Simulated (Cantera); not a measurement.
Source: NASA polynomial tables (part measured, part estimated), evaluated in Cantera. Values are per mole of reaction as written; species without (g) are pure solids or liquids, kept so even where they would boil at 1 bar.

2 HBr(g) + Ba ⇌ H₂(g) + BaBr₂, with ΔH° = -684.8 kJ and ΔS° = -180.4 J/K at 300 K.

**Question.** How far is the shortcut ΔG° ≈ ΔH°(300 K) − T·ΔS°(300 K) from the full temperature-dependent value at 2398, 2473, 2548, 2623, 2698 K?

**Answer.** 
```csv
T (K),shortcut (kJ),full (kJ),difference (kJ),difference in log10 K,condensed phases
2398,-252.2,-338.1,85.9,-1.87,"Ba(l), BaBr₂(l)"
2473,-238.6,-329.6,91.0,-1.92,"Ba(l), BaBr₂(l)"
2548,-225.1,-321.2,96.1,-1.97,"Ba(l), BaBr₂(l)"
2623,-211.6,-312.9,101.3,-2.02,"Ba(l), BaBr₂(l)"
2698,-198.0,-304.6,106.5,-2.06,"Ba(l), BaBr₂(l)"
```
The shortcut ignores heat capacities and the phase changes listed.
